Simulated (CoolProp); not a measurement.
The fluid at 298.15 K and 0.579 MPa (stagnation) flows isentropically through a choked orifice. The same conditions are run with several fluids, on thermodynamics alone (safety and materials aside).

Computed with CoolProp (reference Helmholtz-energy equation of state of each fluid (R143a: Lemmon and Jacobsen 2000; CH2F2 (R32): Tillner-Roth 1997; R1132(E): Akasaka 2024; carbon monoxide: Lemmon 2006; hydrogen sulfide: Lemmon 2006)).

Q: Rank R143a, CH2F2 (R32), R1132(E), carbon monoxide, hydrogen sulfide by throat to inlet pressure ratio, highest first.

A: R143a (0.588), R1132(E) (0.575), CH2F2 (R32) (0.556), hydrogen sulfide (0.542), carbon monoxide (0.528)

```
fluid             mass flux (kg/(m² s))  throat temperature (K)
----------------  ---------------------  ----------------------
R143a                              2220                   279.3
CH2F2 (R32)                        1800                   264.6
R1132(E)                           1940                   274.2
carbon monoxide                    1340                   248.2
hydrogen sulfide                   1470                   256.0
```
